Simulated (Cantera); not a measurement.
Cantera run, input and output.

```python
import numpy as np
import cantera as ct

gas = ct.Solution("h2o2.yaml")
gas.TPX = 1350, 130, {'H2': 0.061, 'O2': 1, 'N2': 1.4}
reactor = ct.IdealGasConstPressureReactor(gas, energy="off", clone=False)
net = ct.ReactorNet([reactor])
net.rtol, net.atol = 1e-08, 1e-18
show = ['H2', 'O2', 'OH', 'HO2', 'H']
times = np.geomspace(4e-05, 200, 14)

steps = ct.SolutionArray(gas, extra=["t"])
rows = []
print(f"{'t/s':>10s}{'T/K':>9s}{'P/Pa':>11s}" + "".join(f"{s:>11s}" for s in show))
for t in times:
    while net.time < t:
        t_next = net.step()
        steps.append(gas.state, t=t_next)
    rows.append([np.interp(t, steps.t, y) for y in (steps.T, steps.P, *steps(*show).X.T)])
    print(f"{t:10.3e}{rows[-1][0]:9.1f}{rows[-1][1]:11.4g}" + "".join(f"{x:11.3e}" for x in rows[-1][2:]))
rate = np.gradient(steps.T, steps.t)
print("integrator steps:", len(steps.t))
if steps.T.max() > steps.T[0] + 200:
    print(f"time of steepest temperature rise: {steps.t[rate.argmax()]:.4e} s")
gas.TPX = 1350, 130, {'H2': 0.061, 'O2': 1, 'N2': 1.4}
gas.equilibrate("TP")
print(f"equilibrium (TP): T = {gas.T:.1f} K  " + "  ".join(f"{s} {gas[s].X[0]:.3e}" for s in show))
```

Output:

```
       t/s      T/K       P/Pa         H2         O2         OH        HO2          H
 4.000e-05   1350.0        130  2.479e-02  4.063e-01  1.511e-11  4.479e-10  4.329e-10
 1.310e-04   1350.0        130  2.479e-02  4.063e-01  1.507e-10  1.467e-09  1.321e-09
 4.292e-04   1350.0        130  2.479e-02  4.063e-01  1.332e-09  4.805e-09  3.604e-09
 1.406e-03   1350.0        130  2.479e-02  4.063e-01  9.576e-09  1.573e-08  9.600e-09
 4.606e-03   1350.0        130  2.479e-02  4.063e-01  9.468e-08  5.143e-08  5.989e-08
 1.509e-02   1350.0        130  2.474e-02  4.063e-01  1.839e-05  1.643e-07  1.088e-05
 4.942e-02   1350.0        130  5.637e-04  3.858e-01  2.714e-03  8.736e-08  3.658e-03
 1.619e-01   1350.0        130  4.711e-04  3.856e-01  2.554e-03  8.493e-08  3.476e-03
 5.303e-01   1350.0        130  4.625e-04  3.859e-01  2.532e-03  8.450e-08  3.369e-03
 1.737e+00   1350.0        130  4.354e-04  3.868e-01  2.459e-03  8.310e-08  3.047e-03
 5.690e+00   1350.0        130  3.588e-04  3.891e-01  2.239e-03  7.843e-08  2.218e-03
 1.864e+01   1350.0        130  2.021e-04  3.934e-01  1.690e-03  6.392e-08  8.948e-04
 6.106e+01   1350.0        130  5.483e-05  3.973e-01  8.845e-04  3.444e-08  1.218e-04
 2.000e+02   1350.0        130  8.104e-06  3.986e-01  3.406e-04  1.095e-08  6.821e-06
integrator steps: 1107
equilibrium (TP): T = 1350.0 K  H2 2.262e-07  O2 3.989e-01  OH 5.694e-05  HO2 9.095e-09  H 3.165e-08
```

Computed with Cantera and the H2/O2 subset of GRI-Mech 3.0, which has no nitrogen chemistry. Radical loss at walls, strong at low pressure, is not modelled.
